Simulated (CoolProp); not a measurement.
A single-stage vapour-compression cycle with dimethyl ether: evaporating at 259.15 K (dew point), condensing at 292.15 K (bubble point), superheat 0 K, subcooling 5 K, compressor efficiency 0.75, no pressure losses. Each further row changes one setting.

Model: reference Helmholtz-energy equation of state, Wu 2011, in CoolProp.

```json
[
 {"case": "as stated", "cooling COP": "5.39", "pressure ratio": "3.12", "discharge temperature (K)": "315.2", "refrigerating effect (kJ/kg)": "387", "volumetric capacity (kJ/m³)": "1380"},
 {"case": "evaporating temperature 264.15 K", "cooling COP": "6.59", "pressure ratio": "2.57", "discharge temperature (K)": "311.0", "refrigerating effect (kJ/kg)": "393", "volumetric capacity (kJ/m³)": "1680"},
 {"case": "condensing temperature 287.15 K", "cooling COP": "6.48", "pressure ratio": "[?]", "discharge temperature (K)": "307.4", "refrigerating effect (kJ/kg)": "399", "volumetric capacity (kJ/m³)": "1420"},
 {"case": "subcooling 10 K", "cooling COP": "[?]", "pressure ratio": "3.12", "discharge temperature (K)": "315.2", "refrigerating effect (kJ/kg)": "399", "volumetric capacity (kJ/m³)": "1420"},
 {"case": "superheat 10 K", "cooling COP": "5.35", "pressure ratio": "3.12", "discharge temperature (K)": "326.0", "refrigerating effect (kJ/kg)": "402", "volumetric capacity (kJ/m³)": "[?]"},
 {"case": "compressor efficiency 0.65", "cooling COP": "4.67", "pressure ratio": "3.12", "discharge temperature (K)": "321.9", "refrigerating effect (kJ/kg)": "387", "volumetric capacity (kJ/m³)": "1380"}
]
```

Question: Some entries are withheld; supply them.

Answer: 
- condensing temperature 287.15 K, pressure ratio: 2.68
- subcooling 10 K, cooling COP: 5.56
- superheat 10 K, volumetric capacity (kJ/m³): 1370
